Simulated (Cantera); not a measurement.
What does this Cantera script print?

```python
import numpy as np
import cantera as ct

gas_names = """
    Cu Cu2 H H2 N NH NH2 NH3 N2 N2H2 N2H4
""".split()
cond_names = """
    Cu(cr) Cu(L)
""".split()


# ... load() reads the species with a 1 bar reference pressure and builds the phases ...
atoms = {
    'Cu': {'Cu': 1},
    'NH3': {'N': 1, 'H': 3},
    'N2': {'N': 2},
}
top_T = {}  # K; cautious upper limits of use, not melting points


# ... equilibrate(T, P, feed) seeds the gas with the atoms and calls Mixture.equilibrate('TP', solver="vcs", rtol=1e-11, max_steps=5000) ...
results = []
feed = {'Cu': 1, 'NH3': 4, 'N2': 17}  # mol
P = 1000  # Pa
for T in [925, 975, 1025, 1075, 1125, 1175, 1225, 1275, 1325, 1375, 1425, 1475]:
    mix = equilibrate(T, P, feed)
    results.append((T, P, feed, dict(zip(mix.species_names, mix.species_moles))))

top = {s: max(r[3][s] / sum(r[3][g] for g in gas_names) for r in results) for s in gas_names}
cols = sorted((s for s in top if top[s] > 1e-06), key=lambda s: -top[s])[:7]
seen = [c for c in cond_names if any(r[3].get(c, 0) > 1e-12 for r in results)]
print("log10 of partial pressures in bar; condensed amounts in mol")
print(f"{'T/K':>10s}" + "".join(f"{s[:9]:>10s}" for s in cols + seen))
for T, P, feed, n in results:
    ng = sum(n[g] for g in gas_names)
    print(f"{T:10.4g}" + "".join(f"{np.log10(max(n[s] / ng * P / 1e5, 1e-99)):10.3f}" for s in cols)
          + "".join(f"{n.get(c, 0):10.4g}" for c in seen))
```

It prints:

```
log10 of partial pressures in bar; condensed amounts in mol
       T/K        N2        H2        Cu         H       NH3    Cu(cr)     Cu(L)
       925    -2.119    -2.620   -12.220   -10.894    -7.992         1         0
       975    -2.119    -2.620   -11.254   -10.252    -8.150         1         0
      1025    -2.119    -2.620   -10.382    -9.671    -8.295         1         0
      1075    -2.119    -2.620    -9.593    -9.143    -8.426         1         0
      1125    -2.119    -2.620    -8.874    -8.662    -8.546         1         0
      1175    -2.119    -2.620    -8.218    -8.221    -8.656         1         0
      1225    -2.119    -2.620    -7.616    -7.816    -8.758    0.9999         0
      1275    -2.119    -2.620    -7.063    -7.442    -8.851    0.9998         0
      1325    -2.119    -2.620    -6.552    -7.096    -8.938    0.9993         0
      1375    -2.119    -2.620    -6.085    -6.775    -9.019         0    0.9979
      1425    -2.119    -2.620    -5.663    -6.476    -9.094         0    0.9946
      1475    -2.119    -2.620    -5.271    -6.197    -9.165         0    0.9866
```

Cantera equilibrium calculation (NASA polynomials, part measured and part estimated; ideal gas, pure solids and liquids).
